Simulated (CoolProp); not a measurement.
Vapour-liquid equilibrium of toluene (1) + n-decane (2) at 0.00253 MPa; x and y are mole fractions of (1).

Model: multi-fluid Helmholtz-energy mixture model, Lemmon 2006 and Lemmon 2006; pair parameters Bell 2016, in CoolProp.

| x | bubble temperature, mixture model (K) | bubble temperature, Raoult's law (K) | y, mixture model | y, Raoult's law |
|---|---|---|---|---|
| 0.05 | 333.6 | 334.5 | 0.414 | 0.386 |
| 0.2 | 315.4 | 318.4 | 0.823 | 0.789 |
| 0.35 | (withheld) | 309.1 | 0.920 | 0.903 |
| 0.5 | (withheld) | 302.8 | 0.956 | 0.951 |
| 0.65 | 296.7 | 298.1 | (withheld) | 0.975 |
| 0.8 | 293.9 | 294.4 | (withheld) | 0.989 |
| 0.95 | 291.4 | 291.4 | 0.997 | 0.998 |

Task: Some entries are withheld; supply them.

Result: 
- 0.35, bubble temperature, mixture model (K): 305.9
- 0.5, bubble temperature, mixture model (K): 300.3
- 0.65, y, mixture model: 0.974
- 0.8, y, mixture model: 0.986

The largest gap from Raoult's law is -3.2 K in bubble temperature, at x = 0.35. No azeotrope shows between x = 0.05 and 0.95.

The pair parameters rest on a limited set of measurements; away from them the model extrapolates.
